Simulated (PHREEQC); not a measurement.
Solution A (0.0032 mol NaH2PO4, 0.068 mol NaOH and 5.6e-05 mol H4SiO4 per kg of water) is mixed with solution B (0.012 mol Cu(NO3)2, 0.21 mol HNO3 and 6.2e-05 mol Na2SO4 per kg of water) at 79 °C; shares are by mass of water, 1 kg in all. Oxygen alone is held at its pressure in air (log pO2 = -0.68). The system is closed to CO2. The run lets Cu(OH)2, Brochantite, Antlerite, Cu2(OH)3NO3, Cu3(PO4)2:3H2O, Quartz, Mirabilite, Chalcanthite precipitate or redissolve, and no other solid.

Model: ion-association model, wateq4f.dat, run in PHREEQC.

| share of solution B | pH | Cu(OH)2 (mol) | Cu in solution (mol/kgw) | Cu+2 (mol/kgw) |
|---|---|---|---|---|
| 0 | 11.31 | 0 | 0 | 0 |
| 0.05 | 11.20 | 0.000600 | 1.76e-7 | 0 |
| 0.1 | 11.05 | 0.00120 | 1.75e-7 | 0 |
| 0.15 | 10.81 | 0.00180 | 1.74e-7 | 0 |
| 0.2 | 10.21 | 0.00240 | 1.74e-7 | 7.55e-14 |
| 0.25 | 3.03 | 0 | 0.00300 | 0.00300 |
| 0.3 | 1.94 | 0 | 0.00360 | 0.00360 |
| 0.35 | 1.65 | 0 | 0.00420 | 0.00420 |
| 0.4 | 1.47 | 0 | 0.00480 | 0.00480 |
| 0.45 | 1.35 | 0 | 0.00540 | 0.00540 |
| 0.5 | 1.25 | 0 | 0.00600 | 0.00600 |
| 0.55 | 1.18 | 0 | 0.00660 | 0.00660 |
| 0.6 | 1.11 | 0 | 0.00720 | 0.00720 |
| 0.65 | 1.06 | 0 | 0.00780 | 0.00780 |
| 0.7 | 1.01 | 0 | 0.00840 | 0.00840 |
| 0.75 | 0.96 | 0 | 0.00900 | 0.00900 |
| 0.8 | 0.92 | 0 | 0.00960 | 0.00960 |
| 0.85 | 0.88 | 0 | 0.0102 | 0.0102 |
| 0.9 | 0.85 | 0 | 0.0108 | 0.0108 |
| 0.95 | 0.82 | 0 | 0.0114 | 0.0114 |
| 1 | 0.79 | 0 | 0.0120 | 0.0120 |

Cu(OH)2 from share of solution B = 0.05 (pH 11.20), last present at share of solution B = 0.2.

H3PO4, which wateq4f.dat lacks, is added to it with the constant of phreeqc.dat. At this temperature some constants are extrapolated from 25 °C, and those without enthalpy data are left unchanged. The database has no phosphate complexes of Cu. The database's constant for dissolved Cu(OH)2 is higher than later reviews accept.
